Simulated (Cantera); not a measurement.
Charge: 1 mol PbO, 4.3 mol CO, equilibrated at 2550 K and 52.0 Pa.

Equilibrium computed with Cantera from the NASA thermochemical tables; the gas is ideal and each condensed phase is pure. Candidate condensed phases: C, Pb, PbO, PbO2, Pb3O4; 15 gas species. Rates play no part.

Base state: CO 0.681, Pb 0.166, O 0.0977, CO2 0.0392, O2 0.0146, PbO 0.00133 (mole fractions); condensed: gas only.

Task: What changes in the equilibrium state with this change: temperature from 2550 K to 873 K?

Result: 
```tsv
species	before	after
CO	0.681	0.767
CO2	0.0392	0.232
Pb	0.166	0.00122
O	0.0977	<1e-9
O2	0.0146	<1e-9
PbO	0.00133	<1e-9
Pb(l), mol	0	0.995
```

Task: What changes in the equilibrium state with this change: pressure from 52.0 Pa to 35.0 Pa?

Result: 
```tsv
species	before	after
CO	0.681	0.682
Pb	0.166	0.165
O	0.0977	0.110
CO2	0.0392	0.0298
O2	0.0146	0.0124
PbO	0.00133	0.000995
```

Task: What changes in the equilibrium state with this change: PbO replaced by TiO2?

Result: 
| species | before | after |
|---|---|---|
| CO | 0.681 | 0.766 |
| TiO2 | 0 | 0.128 |
| TiO | 0 | 0.0540 |
| Pb | 0.166 | 0 |
| O2 | 0.0146 | 0.00184 |
| O | 0.0977 | 0.0348 |
| CO2 | 0.0392 | 0.0157 |
| PbO | 0.00133 | 0 |
| Ti | 0 | 8.25e-5 |
Further candidate phases: Ti, TiC, TiO, TiO2, Ti2O3, Ti3O5, Ti4O7.
